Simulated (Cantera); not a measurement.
Charge: 1 mol Cr2O3, 48 mol H2, 0.056 mol H2O, at 690 Pa.

These are equilibrium values from Cantera (NASA tables, ideal gas, pure condensed phases), not measurements of a reactor. Candidate condensed phases: Cr, Cr2O3, H2O; 13 gas species. Mutual solubility and eutectic melting of coexisting phases are not modelled. Kinetics and transport are ignored.

What share of the Cr ends up in condensed phases as a function of T (K), at 925, 1075, 1225, 1375, 1525, 1675, 1825, 1975, 2125?


```json
[
 {"T (K)": "925", "Cr condensed (%)": "100.0", "as": "Cr2O3(s)"},
 {"T (K)": "1075", "Cr condensed (%)": "100.0", "as": "Cr2O3(s)"},
 {"T (K)": "1225", "Cr condensed (%)": "100.0", "as": "Cr2O3(s)"},
 {"T (K)": "1375", "Cr condensed (%)": "100.0", "as": "Cr2O3(s)"},
 {"T (K)": "1525", "Cr condensed (%)": "99.7", "as": "Cr(s) + Cr2O3(s)"},
 {"T (K)": "1675", "Cr condensed (%)": "95.8", "as": "Cr2O3(s)"},
 {"T (K)": "1825", "Cr condensed (%)": "81.0", "as": "Cr2O3(s)"},
 {"T (K)": "1975", "Cr condensed (%)": "38.7", "as": "Cr2O3(s)"},
 {"T (K)": "2125", "Cr condensed (%)": "0.0", "as": "-"}
]
```
